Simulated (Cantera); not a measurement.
Feed: 1 mol Si3N4, 0.37 mol N2, 0.17 mol Si.

Equilibrium computed with Cantera from the NASA thermochemical tables; the gas is ideal and each condensed phase is pure. Candidate condensed phases: Si, Si3N4; 7 gas species. Rates play no part.

Stable condensed phases, one row left out:

```
T in K \ P in Pa
               1      10     100    1000   10000  100000 1000000
   2948        A       A       A       A       A       B       B
   2798        A       A       A       A       B       B       B
   2648        A       A       A       A       B       B       B
   2498        A       A       A       B       B       B       B
   2348        A       A       A       B       B       B       C
   2048        A       A       B       B       B       C       C
   1898        A       B       B       B       C       C       C
   1748        B       B       B       C       C       C       C
   1598        B       B       C       C       C       C       C
   1448        B       C       C       C       C       C       C
```

A: gas only; B: Si; C: Si3N4.

Question: Give the row for 2198 K.

Answer: 1: gas only; 10: gas only; 100: Si; 1000: Si; 10000: Si; 100000: Si; 1000000: Si3N4.
